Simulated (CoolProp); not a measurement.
m-xylene along the isotherm 598.3 K: Z from the reference equation and from simpler models built on Tc = 616.9 K, pc = 35.35 bar, ω = 0.326; each cubic takes its own stable root.

Computed with CoolProp (reference Helmholtz-energy equation of state, Zhou 2012).

| p (bar) | phase | reference | van der Waals | Redlich-Kwong | Soave-Redlich-Kwong | Peng-Robinson |
|---|---|---|---|---|---|---|
| 1.12 | gas | 0.9871 | 0.9898 | 0.9881 | 0.9879 | 0.9866 |
| 1.74 | gas | 0.9799 | 0.9841 | 0.9815 | 0.9811 | 0.9792 |
| 2.71 | gas | 0.9685 | 0.9750 | 0.9709 | 0.9704 | 0.9674 |
| 4.22 | gas | 0.9503 | 0.9605 | 0.9542 | 0.9534 | 0.9487 |
| 6.57 | gas | 0.9211 | 0.9373 | 0.9274 | 0.9260 | 0.9187 |
| 10.2 | gas | 0.8732 | 0.8992 | 0.8836 | 0.8812 | 0.8702 |
| 15.9 | gas | 0.7889 | 0.8325 | 0.8075 | 0.8030 | 0.7863 |
| 24.8 | gas | 0.6132 | 0.6980 | 0.6544 | 0.6424 | 0.6177 |
| 38.6 | liquid | 0.1662 | 0.2719 | 0.2162 | 0.2088 | 0.1866 |
| 60.1 | liquid | 0.2425 | 0.3745 | 0.2974 | 0.2919 | 0.2611 |
| 93.6 | liquid | 0.3572 | 0.5362 | 0.4216 | 0.4166 | 0.3728 |
| 146 | liquid | 0.5283 | 0.7792 | 0.6053 | 0.6004 | 0.5377 |
| 227 | liquid | 0.7795 | 1.138 | 0.8722 | 0.8675 | 0.7779 |
| 353 | liquid | 1.150 | 1.671 | 1.264 | 1.259 | 1.131 |
